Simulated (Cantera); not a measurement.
An adiabatic, constant-volume homogeneous reactor starts with CH4 : H2 : O2 : N2 = 1 : 0.16 : 0.867 : 3.26 (molar parts), equivalence ratio 2.4, at 1198 K and 5.92 atm. Integrator tolerance rtol = 1e-08.

Detailed kinetics in Cantera: GRI-Mech 3.0 (53 species, 325 reactions).

Task: What does this change do: initial temperature 1198 to 1600 K?

Result: 
| quantity | before | after |
|---|---|---|
| time of steepest temperature rise | 2.57 ms | 91.3 µs |
| temperature at 0.100 s | 2384 K | 2723 K |
| equilibrium temperature | 2384 K | 2723 K |
| x(CH4) at 0.100 s | 1.94e-8 (gas-phase equilibrium 2.19e-8) | 3.59e-9 (gas-phase equilibrium 4.03e-9) |
| x(H2) at 0.100 s | 0.232 (gas-phase equilibrium 0.232) | 0.227 (gas-phase equilibrium 0.227) |
| x(O2) at 0.100 s | 1.50e-7 (gas-phase equilibrium 1.50e-7) | 4.28e-6 (gas-phase equilibrium 4.28e-6) |
| x(H) at 0.100 s | 0.00188 (gas-phase equilibrium 0.00188) | 0.00842 (gas-phase equilibrium 0.00842) |
| x(HO2) at 0.100 s | 5.06e-10 (gas-phase equilibrium 5.06e-10) | 1.41e-8 (gas-phase equilibrium 1.41e-8) |
| x(C2H) at 0.100 s | <1e-12 (gas-phase equilibrium <1e-12) | <1e-12 (gas-phase equilibrium <1e-12) |
